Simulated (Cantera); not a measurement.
A freely propagating, adiabatic, planar premixed flame of H₂ : O₂ : N₂ : H₂O = 1 : 0.667 : 2.51 : 0.11 (molar parts), equivalence ratio 0.75, unburnt at 425 K and 165 Torr; mixture-averaged transport, grid criteria slope 0.08 and curve 0.16, no radiation.

Model: the H2/O2 subset of GRI-Mech 3.0, which has no nitrogen chemistry, integrated in Cantera. Burning velocities carry a grid error of a few per cent, more on coarse grids.

Predict: laminar burning velocity; thermal thickness; peak x(OH); peak x(H); peak x(H₂O₂).


- laminar burning velocity = 269 cm/s
- thermal thickness = 2.76 mm
- peak x(OH) = 0.0131
- peak x(H) = 0.0412
- peak x(H₂O₂) = 2.24e-5
